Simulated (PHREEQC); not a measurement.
**Acid mine or pickling water**

Model water analysis in mg/kgw, 20 °C, pH 2.53, pe 9.3: Na 225; K 85.8; Ca 267; Mg 24.2; Cl 59.7; S(6) as SO4 1560; Al 3.24; Zn 1.31; Mn(2) 12.9; Cu(2) 32.

Valence states are taken as typed.

Equilibrium calculation in PHREEQC: ion-association model, wateq4f.dat.

Each row changes one thing in this solution. This is a speciation only: nothing precipitates in the calculation.

```
case                                               ionic strength (mol/kgw)  SO4-2 (mol/kgw)  Ca+2 (mol/kgw)  CaSO4 (mol/kgw)  K+ (mol/kgw)  HSO4- (mol/kgw)  SI of Gypsum (CaSO4:2H2O)  SI of Gibbsite (Al(OH)3)
-------------------------------------------------  ------------------------  ---------------  --------------  ---------------  ------------  ---------------  -------------------------  ------------------------
as made                                                              0.0431           0.0112         0.00439          0.00222       0.00212          0.00169                      -0.35                     -6.15
temperature from 20 to 40 °C at the same typed pH                    0.0411           0.0103         0.00428          0.00232       0.00210          0.00241                      -0.39                     -5.12
all concentrations times 4 at the same typed pH                       0.149           0.0408          0.0142           0.0123       0.00810          0.00459                      +0.40                     -6.03
```

Species that the database lacks are ignored. Some of these states are supersaturated (in Gypsum, for instance). At this temperature some constants are extrapolated from 25 °C, and those without enthalpy data are left unchanged.
